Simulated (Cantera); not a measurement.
A closed system holds: 1 mol borazine, 4 mol H2O, 1.5 mol H2, equilibrated at 2323.15 K and 10.0 mbar.

Cantera equilibrium calculation (NASA polynomials, part measured and part estimated; ideal gas, pure solids and liquids). Candidate condensed phases: B, BN, B2O3, B3O3H3, H2O; 39 gas species. The feed counts by its element totals alone. Rates play no part.

Base state: H2 0.589, N2 0.120, H 0.0837, BO 0.0733, HBO 0.0469, HBO2 0.0381, B2O3 0.0338, H2O 0.00698 (mole fractions); condensed: gas only.

Q: What changes in the equilibrium state with this change: H2 from 1.5 to 12 mol?

A: 
```
species    before     after
-------  --------  --------
H2          0.589     0.723
H          0.0837    0.0927
N2          0.120    0.0635
BO         0.0733    0.0447
B2O3       0.0338    0.0111
HBO2       0.0381    0.0228
HBO        0.0469    0.0316
B2O2      0.00670   0.00249
BO2       0.00108  0.000585
O         1.59e-5   1.41e-5
H2O       0.00698   0.00760
OH       0.000165  0.000162
```
